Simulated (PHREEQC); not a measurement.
A column of 1 m (30 cells, dispersivity 0.035 m, 720 s a shift, diffusion coefficient 3e-10 m²/s) holds 0.25 eq of the database's cation exchanger X per kg of pore water, first in equilibrium with 0.00082 mol/kgw Na2SO4, 0.00061 mol/kgw MnCl2 and 1e-05 mol/kgw HCl. It is flushed with 91 mmol/kgw NH4Cl, 98 mmol/kgw KBr and 0.01 mmol/kgw HCl, at 25 °C. Values are for the last cell. CO2 from the air is kept out. No solid was allowed to form.

Equilibrium calculation in PHREEQC: ion-association model, phreeqc.dat.

```json
[
 {"pore volumes": "0", "Br in solution (mol/kgw)": "0", "K in solution (mol/kgw)": "0", "NH4 in solution (mol/kgw)": "0", "S in solution (mol/kgw)": "0.000820", "Na in solution (mol/kgw)": "0.00164", "KX on the exchanger (mol/kgw)": "0", "MnX2 on the exchanger (mol/kgw)": "0.120"},
 {"pore volumes": "0.5167", "Br in solution (mol/kgw)": "0.000727", "K in solution (mol/kgw)": "0", "NH4 in solution (mol/kgw)": "0", "S in solution (mol/kgw)": "0.000814", "Na in solution (mol/kgw)": "0.00215", "KX on the exchanger (mol/kgw)": "0", "MnX2 on the exchanger (mol/kgw)": "0.120"},
 {"pore volumes": "1.183", "Br in solution (mol/kgw)": "0.0764", "K in solution (mol/kgw)": "1.37e-5", "NH4 in solution (mol/kgw)": "9.32e-5", "S in solution (mol/kgw)": "0.000181", "Na in solution (mol/kgw)": "0.0103", "KX on the exchanger (mol/kgw)": "3.70e-5", "MnX2 on the exchanger (mol/kgw)": "0.122"},
 {"pore volumes": "1.683", "Br in solution (mol/kgw)": "[?]", "K in solution (mol/kgw)": "0.00249", "NH4 in solution (mol/kgw)": "0.00705", "S in solution (mol/kgw)": "1.39e-5", "Na in solution (mol/kgw)": "0.00370", "KX on the exchanger (mol/kgw)": "0.00585", "MnX2 on the exchanger (mol/kgw)": "0.115"},
 {"pore volumes": "2.183", "Br in solution (mol/kgw)": "0.0979", "K in solution (mol/kgw)": "0.0258", "NH4 in solution (mol/kgw)": "0.0432", "S in solution (mol/kgw)": "6.67e-7", "Na in solution (mol/kgw)": "0.000721", "KX on the exchanger (mol/kgw)": "0.0540", "MnX2 on the exchanger (mol/kgw)": "0.0620"},
 {"pore volumes": "2.85", "Br in solution (mol/kgw)": "0.0980", "K in solution (mol/kgw)": "0.0816", "NH4 in solution (mol/kgw)": "0.0905", "S in solution (mol/kgw)": "8.44e-9", "Na in solution (mol/kgw)": "4.00e-5", "KX on the exchanger (mol/kgw)": "0.128", "MnX2 on the exchanger (mol/kgw)": "0.00489"},
 {"pore volumes": "3.35", "Br in solution (mol/kgw)": "0.0980", "K in solution (mol/kgw)": "[?]", "NH4 in solution (mol/kgw)": "[?]", "S in solution (mol/kgw)": "[?]", "Na in solution (mol/kgw)": "3.65e-6", "KX on the exchanger (mol/kgw)": "0.139", "MnX2 on the exchanger (mol/kgw)": "0.000584"},
 {"pore volumes": "3.85", "Br in solution (mol/kgw)": "0.0980", "K in solution (mol/kgw)": "0.0968", "NH4 in solution (mol/kgw)": "0.0919", "S in solution (mol/kgw)": "9.11e-12", "Na in solution (mol/kgw)": "3.25e-7", "KX on the exchanger (mol/kgw)": "0.142", "MnX2 on the exchanger (mol/kgw)": "7.51e-5"},
 {"pore volumes": "4.517", "Br in solution (mol/kgw)": "0.0980", "K in solution (mol/kgw)": "0.0978", "NH4 in solution (mol/kgw)": "0.0912", "S in solution (mol/kgw)": "8.88e-14", "Na in solution (mol/kgw)": "1.27e-8", "KX on the exchanger (mol/kgw)": "0.144", "MnX2 on the exchanger (mol/kgw)": "5.01e-6"},
 {"pore volumes": "5.017", "Br in solution (mol/kgw)": "0.0980", "K in solution (mol/kgw)": "0.0979", "NH4 in solution (mol/kgw)": "0.0911", "S in solution (mol/kgw)": "0", "Na in solution (mol/kgw)": "1.10e-9", "KX on the exchanger (mol/kgw)": "0.144", "MnX2 on the exchanger (mol/kgw)": "6.61e-7"}
]
```

Task: What belongs in the gaps?

Result: 
- 1.683, Br in solution (mol/kgw): 0.0963
- 3.35, K in solution (mol/kgw): 0.0939
- 3.35, NH4 in solution (mol/kgw): 0.0929
- 3.35, S in solution (mol/kgw): 2.84e-10

Complexes and solids missing from the database can't appear.
